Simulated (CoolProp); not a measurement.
Saturation properties of normal hydrogen.

Computed with CoolProp (reference Helmholtz-energy equation of state, Leachman 2009).

| T (K) | p (kPa) | vapour density (kg/m³) | surface tension (mN/m) |
|---|---|---|---|
| 21 | 121.5 | 1.570 | 1.80 |
| 21.9 | 155.0 | 1.962 | 1.65 |
| 22.9 | 199.5 | 2.477 | 1.48 |
| 23.8 | 246.6 | 3.023 | 1.33 |
| 24.8 | 307.6 | 3.736 | 1.16 |
| 25.7 | 371.0 | 4.490 | 1.01 |
| 26.7 | 451.5 | 5.475 | 0.848 |
| 27.6 | 533.8 | 6.524 | 0.705 |
| 28.6 | 637.1 | 7.918 | 0.550 |
| 29.5 | 741.4 | 9.446 | 0.417 |
| 30.4 | 857.4 | 11.34 | 0.290 |
| 31.4 | 1001 | 14.15 | 0.164 |
| 32.3 | 1145 | 18.02 | 0.0734 |

It boils at 20.4 K under 1 atm.

Surface tension comes from a separate correlation (Mulero 2012).
